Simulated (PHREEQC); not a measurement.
Consider water at 25 °C with 0.019 mol Cu(BF4)2 and 0.065 mol HCl per kg of water. Closed to the air; pH follows from the charge balance.

All values are PHREEQC results (ion-association model, phreeqc.dat), not measurements.

No solid was allowed to form.

Question: What pH, ionic strength does the model give?

Answer: pH 1.29; ionic strength 0.117 mol/kgw.

Question: In which forms is Cu present?

Answer: Cu+2 94 %, CuCl+ 6.1 % of the Cu.

Real BF4- forms and hydrolyses slowly; the run takes it at equilibrium.
